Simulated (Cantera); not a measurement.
Cantera run:

```python
import numpy as np
import cantera as ct

gas_names = [...]  # 123 gases of nasa_gas.yaml made of C, H, O, Si
cond_names = """
    C(gr) C6H6(L) C7H8(L) C8H18(L),n-octa H2O(s) H2O(L) Si(cr) Si(L) SiC(b) SiO2(Lqz) SiO2(hqz) SiO2(L)
""".split()


# ... load() reads the species with a 1 bar reference pressure and builds the phases ...
atoms = {
    'SiC': {'Si': 1, 'C': 1},
    'O2': {'O': 2},
    'H2': {'H': 2},
    'H2O': {'H': 2, 'O': 1},
}
top_T = {'C(gr)': 4500, 'SiC(b)': 3050}  # K; cautious upper limits of use, not melting points


# ... equilibrate(T, P, feed) seeds the gas with the atoms and calls Mixture.equilibrate('TP', solver="vcs", rtol=1e-11, max_steps=5000) ...
results = []
feed = {'SiC': 1, 'O2': 0.0026, 'H2': 94, 'H2O': 2.8}  # mol
T = 1800  # K
P = 0.35  # Pa
mix = equilibrate(T, P, feed)
results.append((T, P, feed, dict(zip(mix.species_names, mix.species_moles))))
print(gas.report(threshold=0.0001))
for i in range(1, mix.n_phases):
    print(f"{mix.phase(i).name:16s} {mix.phase_moles(i):12.5e} mol")
```

It prints:

```
       temperature   1800 K
          pressure   0.35 Pa
           density   6.0618e-08 kg/m^3
  mean mol. weight   2.592 kg/kmol
   phase of matter   gas

                          1 kg             1 kmol
                     ---------------   ---------------
          enthalpy        2.9906e+07        7.7517e+07  J
   internal energy        2.4132e+07        6.2551e+07  J
           entropy        1.1217e+05        2.9075e+05  J/K
    Gibbs function         -1.72e+08       -4.4583e+08  J
 heat capacity c_p             12152             31497  J/K
 heat capacity c_v              8944             23183  J/K

                      mass frac. Y      mole frac. X     chem. pot. / RT
                     ---------------   ---------------   ---------------
                CO          0.099753          0.009231           -51.982
                 H          0.066679           0.17146           -15.966
                H2           0.62425           0.80261           -31.933
               H2O          0.050792         0.0073081           -60.658
                OH        0.00067645         0.0001031           -44.692
               SiO           0.15737         0.0092528           -53.238
     [ +117 minor]        0.00048457        3.9336e-05

C(gr)             0.00000e+00 mol
Si(L)             0.00000e+00 mol
SiC(b)            0.00000e+00 mol
SiO2(L)           0.00000e+00 mol
```

Cantera equilibrium calculation (NASA polynomials, part measured and part estimated; ideal gas, pure solids and liquids).
